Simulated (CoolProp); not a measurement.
A simple Rankine cycle with dimethyl carbonate: condensing at 309.15 K, boiler at 0.448 MPa, turbine inlet 423.3 K, turbine efficiency 0.9, pump efficiency 0.8, no recuperator. Each further row changes one setting.

Model: reference Helmholtz-energy equation of state, Zhou 2011, in CoolProp.

```csv
case,thermal efficiency (%),net work (kJ/kg),heat in (kJ/kg),turbine exit temperature (K),volume ratio over the turbine
as stated,19.4,108,556,?,31.1
turbine inlet 443.3 K,19.4,114,588,?,?
condensing temperature 301.15 K,20.7,118,571,330.0,44.8
boiler pressure 0.314 MPa,17.8,99.4,?,347.4,21.8
turbine efficiency 0.8,17.2,?,556,?,32.0
```

Complete the blanks.


- as stated, turbine exit temperature (K): 338.3
- turbine inlet 443.3 K, turbine exit temperature (K): 357.7
- turbine inlet 443.3 K, volume ratio over the turbine: 31.0
- boiler pressure 0.314 MPa, heat in (kJ/kg): 560
- turbine efficiency 0.8, net work (kJ/kg): 95.7
- turbine efficiency 0.8, turbine exit temperature (K): 347.6
